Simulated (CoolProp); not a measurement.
The numbers come from the reference Helmholtz-energy equation of state, Lemmon 2013 in CoolProp.

Problem. Give the vapour pressure (bar), liquid density (kg/m³), vapour viscosity (µPa s), liquid conductivity (mW/(m K)) of saturated propylene at 293.6 K.

Solution. 
```
T (K)  p (bar)  liquid density (kg/m³)  vapour viscosity (µPa s)  liquid conductivity (mW/(m K))
-----  -------  ----------------------  ------------------------  ------------------------------
293.6     10.3                     514                      8.67                             114
```

Viscosity comes from a separate model (Huber 2003), an estimate that may be off by 10 % or more. Thermal conductivity comes from a separate model (Huber 2003), an estimate that may be off by 10 % or more.
